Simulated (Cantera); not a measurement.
An isothermal, constant-pressure homogeneous reactor starts with C2H6 : N2 = 1 : 3.6 (molar parts), at 1200 K and 0.353 Torr. Integrator tolerance rtol = 1e-08.

Detailed kinetics in Cantera: GRI-Mech 3.0 (53 species, 325 reactions). GRI-Mech 3.0 stops at C3 and has no aromatics, soot or wall deposition, so with more carbon than oxygen in the feed, carbon stays in small species such as C2H2 where larger ones or solid carbon would form. Radical loss at walls, strong at low pressure, is not modelled.

What does this change do: temperature 1200 to 1350 K?


```tsv
quantity	before	after
x(C2H6) at 1.00 s	0.133 (gas-phase equilibrium 4.00e-9)	0.000918 (gas-phase equilibrium 9.61e-11)
x(CH3) at 1.00 s	0.00168 (gas-phase equilibrium 3.98e-7)	0.00125 (gas-phase equilibrium 5.14e-7)
x(C2H) at 1.00 s	2.19e-10 (gas-phase equilibrium 3.31e-10)	2.80e-8 (gas-phase equilibrium 1.39e-8)
x(CH4) at 1.00 s	0.0232 (gas-phase equilibrium 0.00125)	0.0911 (gas-phase equilibrium 0.000129)
x(CH2) at 1.00 s	2.00e-7 (gas-phase equilibrium 3.34e-12)	3.82e-7 (gas-phase equilibrium 6.89e-11)
x(H2) at 1.00 s	0.0486 (gas-phase equilibrium 0.301)	0.141 (gas-phase equilibrium 0.303)
```

What does this change do: N2 3.6 to 19 parts?


| quantity | before | after |
|---|---|---|
| x(C2H6) at 1.00 s | 0.133 (gas-phase equilibrium 4.00e-9) | 0.0410 (gas-phase equilibrium 7.14e-11) |
| x(CH3) at 1.00 s | 0.00168 (gas-phase equilibrium 3.98e-7) | 0.000718 (gas-phase equilibrium 5.32e-8) |
| x(C2H) at 1.00 s | 2.19e-10 (gas-phase equilibrium 3.31e-10) | 4.93e-11 (gas-phase equilibrium 1.19e-10) |
| x(CH4) at 1.00 s | 0.0232 (gas-phase equilibrium 0.00125) | 0.00176 (gas-phase equilibrium 9.17e-5) |
| x(CH2) at 1.00 s | 2.00e-7 (gas-phase equilibrium 3.34e-12) | 1.43e-7 (gas-phase equilibrium <1e-12) |
| x(H2) at 1.00 s | 0.0486 (gas-phase equilibrium 0.301) | 0.00653 (gas-phase equilibrium 0.0908) |
